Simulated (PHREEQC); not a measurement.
A solution holds 87 mmol/kgw Pb(NO3)2 and 4.1 mmol/kgw Cu(NO3)2, at 22 °C. Closed to the air; pH follows from the charge balance.

All values are PHREEQC results (ion-association model, wateq4f.dat), not measurements.

Problem. The ionic strength comes out as 0.206 mol/kgw. What activity coefficients do Pb+2, H+, Pb2OH+3, NO3-, Cu+2 get?

Solution. Pb+2 0.31, H+ 0.80, Pb2OH+3 0.072, NO3- 0.69, Cu+2 0.33.

Precipitation was switched off in this run. Complexes and solids missing from the database can't appear.
